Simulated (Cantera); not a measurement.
Cantera run:

```python
import numpy as np
import cantera as ct

gas_names = """
    H2O2 ZrO2 NO NH3 H2O NO2
""".split()
cond_names = """
    ZrN(s) ZrN(L) ZrO2(a) ZrO2(b) ZrO2(L)
""".split()


# ... load() reads the species with a 1 bar reference pressure and builds the phases ...
species = {s.name: s for s in load("nasa_gas.yaml", gas_names) + load("nasa_condensed.yaml", cond_names)}
# Each term lists the table entries of one substance; the one whose range holds T is used.
reactions = {
    '9 H2O2(g) + 8 ZrN = 8 ZrO2(g) + 2 NO(g) + 6 NH3(g)':
        [(-9, ['H2O2']), (-8, ['ZrN(s)', 'ZrN(L)']), (8, ['ZrO2']), (2, ['NO']), (6, ['NH3'])],
    '7 ZrO2 + 8 NH3(g) = 7 ZrN + 12 H2O(g) + NO2(g)':
        [(-7, ['ZrO2(a)', 'ZrO2(b)', 'ZrO2(L)']), (-8, ['NH3']), (7, ['ZrN(s)', 'ZrN(L)']), (12, ['H2O']), (1, ['NO2'])],
}


def pick(names, T):
    return next(species[n] for n in names if species[n].thermo.min_temp <= T <= species[n].thermo.max_temp)


results = []
for label, terms in reactions.items():
    print(label)
    print("     T/K   dH/kJ  dS/(J/K)   dG/kJ   log10 K")
    for T in [723, 823, 923, 1023, 1123]:
        used = [(nu, pick(names, T)) for nu, names in terms]
        dH = sum(nu * s.thermo.h(T) for nu, s in used) / 1e6
        dS = sum(nu * s.thermo.s(T) for nu, s in used) / 1e3
        dG = dH - T * dS / 1e3
        logK = -dG * 1e6 / (ct.gas_constant * T * np.log(10))
        results.append((label, T, dH, dS, dG, logK, [s.name for _, s in used]))
        print(f"{T:8g} {dH:8.1f} {dS:8.1f} {dG:8.1f} {logK:8.2f}")
```

It prints:

```
9 H2O2(g) + 8 ZrN = 8 ZrO2(g) + 2 NO(g) + 6 NH3(g)
     T/K   dH/kJ  dS/(J/K)   dG/kJ   log10 K
     723   1724.3   1262.3    811.7   -58.64
     823   1712.4   1246.9    686.2   -43.55
     923   1700.3   1232.9    562.3   -31.82
    1023   1687.6   1219.9    439.6   -22.45
    1123   1674.4   1207.6    318.3   -14.80
7 ZrO2 + 8 NH3(g) = 7 ZrN + 12 H2O(g) + NO2(g)
     T/K   dH/kJ  dS/(J/K)   dG/kJ   log10 K
     723   2620.7    879.7   1984.7  -143.39
     823   2615.9    873.4   1897.0  -120.40
     923   2610.1    866.9   1810.0  -102.43
    1023   2603.9    860.5   1723.7   -88.01
    1123   2597.5    854.5   1637.9   -76.18
```

Cantera with NASA thermochemical tables; ideal gases at 1 bar, condensed phases pure. ZrN: taken at fixed stoichiometry. Condensed species are held in their standard states even where they would react or evaporate.
